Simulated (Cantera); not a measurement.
A Cantera script and its output.

```python
import numpy as np
import cantera as ct

gas = ct.Solution("gri30.yaml")
gas.TPX = 700, 170000, {'CH4': 1, 'C2H6': 0.44, 'C3H8': 0.42, 'O2': 6.2, 'N2': 23.3}
flame = ct.FreeFlame(gas, width=0.028)
flame.set_refine_criteria(ratio=3, slope=0.08, curve=0.16)
flame.transport_model = "mixture-averaged"
flame.solve(loglevel=0, auto=True)
flame.transport_model = "multicomponent"
flame.soret_enabled = False
flame.solve(loglevel=0, refine_grid=True)
z, T = flame.grid, flame.T
thick = (T[-1] - T[0]) / np.gradient(T, z).max()
show = ['CH4', 'C2H6', 'C3H8', 'C2H2', 'C2H', 'H2']
print(f"laminar burning velocity  {flame.velocity[0] * 100:.3f} cm/s")
print(f"burnt temperature         {T[-1]:.1f} K")
print(f"thermal thickness         {thick * 1e3:.4f} mm")
print(f"grid points               {len(z)}")
z0 = z[flame.heat_release_rate.argmax()]
print(f"{'z/mm':>9s}{'T/K':>9s}{'u/(m/s)':>9s}" + "".join(f"{s:>11s}" for s in show))
rows = []
for k in (-3, -2, -1.5, -1, -0.5, -0.25, 0, 0.25, 0.5, 1, 2, 4, 8):
    zz = z0 + k * thick
    rows.append([k * thick, np.interp(zz, z, T), np.interp(zz, z, flame.velocity),
                 *(np.interp(zz, z, flame.X[gas.species_index(s)]) for s in show)])
    print(f"{rows[-1][0] * 1e3:9.3f}{rows[-1][1]:9.1f}{rows[-1][2]:9.3f}" + "".join(f"{x:11.3e}" for x in rows[-1][3:]))
```

It prints:

```
laminar burning velocity  167.348 cm/s
burnt temperature         2412.5 K
thermal thickness         0.1819 mm
grid points               143
     z/mm      T/K  u/(m/s)        CH4       C2H6       C3H8       C2H2        C2H         H2
   -0.546    700.1    1.675  3.186e-02  1.402e-02  1.338e-02  1.225e-08 -2.090e-19  7.943e-04
   -0.364    701.7    1.681  3.177e-02  1.400e-02  1.336e-02  2.308e-07  7.599e-18  2.359e-03
   -0.273    707.1    1.698  3.158e-02  1.395e-02  1.333e-02  1.228e-06 -2.242e-18  4.170e-03
   -0.182    742.5    1.792  3.069e-02  1.371e-02  1.317e-02  1.033e-05  2.486e-15  7.737e-03
   -0.091   1024.0    2.518  2.475e-02  1.076e-02  1.018e-02  1.427e-04  7.111e-11  1.436e-02
   -0.045   1394.3    3.497  1.621e-02  5.107e-03  3.853e-03  4.426e-04  3.000e-08  1.804e-02
    0.000   1778.7    4.529  5.171e-03  3.781e-04  1.274e-04  6.981e-04  1.345e-06  1.807e-02
    0.045   1951.6    4.978  5.414e-04  1.711e-06  1.214e-07  1.237e-04  9.205e-07  1.355e-02
    0.091   2006.7    5.100  2.827e-05  1.773e-09  1.798e-11  4.352e-06  4.961e-08  1.087e-02
    0.182   2070.8    5.228  7.506e-08  2.002e-14  4.991e-17  3.801e-09  5.503e-11  1.003e-02
    0.364   2152.3    5.400  7.779e-12  1.476e-17  1.017e-17  1.314e-13  2.190e-15  9.182e-03
    0.728   2242.0    5.592  1.237e-16 -1.586e-18 -1.242e-18 -3.257e-17 -8.197e-19  7.347e-03
    1.455   2322.3    5.762  6.796e-17  1.473e-18  1.215e-18  4.142e-17  9.064e-19  5.389e-03
```

Model: GRI-Mech 3.0 (53 species, 325 reactions), integrated in Cantera. GRI-Mech 3.0 was tuned for natural gas; its chemistry of propane as a main component is partial and can be far from experiment. Burning velocities carry a grid error of a few per cent, more on coarse grids.
